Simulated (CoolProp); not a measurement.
n-octane at several states: Z from the reference equation and from simpler models built on Tc = 568.7 K, pc = 2484 kPa, ω = 0.398; each cubic takes its own stable root.

Model: reference Helmholtz-energy equation of state, Beckmüller 2019, in CoolProp.

```csv
T (K),p (kPa),phase,reference
272.5,6800,liquid,0.4735
469.9,8750,liquid,0.4535
558.6,17.9,gas,0.9972
332.7,35.1,liquid,0.002163
293.9,165,liquid,0.01099
602.5,4550,supercritical,0.3244
```

**Question.** How far does each simpler model (van der Waals, Redlich-Kwong, Peng-Robinson) lie from the reference over these 6 states: mean and median of the absolute difference, and the worst?

**Answer.** 
- van der Waals: mean 7617.4 %, median 68.7 %, worst +45457.1 % at 332.7 K and 35.1 kPa
- Redlich-Kwong: mean 7536.4 %, median 19.5 %, worst +45142.7 % at 332.7 K and 35.1 kPa
- Peng-Robinson: mean 4.7 %, median 3.4 %, worst +15.6 % at 602.5 K and 4550 kPa

At some of these states van der Waals, Redlich-Kwong gives the other phase, because its saturation line lies elsewhere.
